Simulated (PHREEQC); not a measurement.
KOH is added in steps, without added water, to 1 kg of water holding 0.02 mol/kgw Na2SeO4, 0.11 mol/kgw NaHCO3 and 0.086 mol/kgw NaCl, at 59 °C. O2 is buffered at 0.21 atm. No CO2 enters from the air. The run lets Halite, Nahcolite, Natron precipitate or redissolve, and no other solid.

Base run: PHREEQC, ion-association model, wateq4f.dat. Each further column changes one thing. The table gives CO3-2 (mol/kgw).

```
KOH added (mol)      base  metal-ligand complexes left out  Davies equation for every ion  Debye-Hückel limiting law  all activity coefficients set to 1
---------------  --------  -------------------------------  -----------------------------  -------------------------  ----------------------------------
0                0.000614                          0.00170                       0.000604                    0.00136                                   ?
0.00625           0.00130                          0.00662                        0.00127                    0.00305                                   ?
0.01875           0.00325                           0.0187                        0.00318                    0.00790                             0.00103
0.025             0.00436                           0.0249                        0.00425                          ?                             0.00137
0.0375            0.00675                           0.0372                        0.00657                     0.0166                             0.00212
0.04375           0.00803                           0.0433                        0.00780                     0.0199                             0.00253
0.05625            0.0108                           0.0556                         0.0104                     0.0267                             0.00341
0.0625             0.0122                           0.0616                         0.0118                     0.0304                             0.00389
0.075              0.0153                           0.0736                         0.0148                          ?                             0.00494
0.08125            0.0169                           0.0795                         0.0163                     0.0421                             0.00550
0.09375            0.0204                           0.0906                         0.0196                     0.0505                             0.00672
0.1                0.0221                           0.0956                         0.0212                          ?                             0.00737
```

Q: Complete the blanks.

A: 
- 0, all activity coefficients set to 1: 0.000236
- 0.00625, all activity coefficients set to 1: 0.000439
- 0.025, Debye-Hückel limiting law: 0.0107
- 0.075, Debye-Hückel limiting law: 0.0381
- 0.1, Debye-Hückel limiting law: 0.0548

Constants without temperature data keep their 25 °C values here.
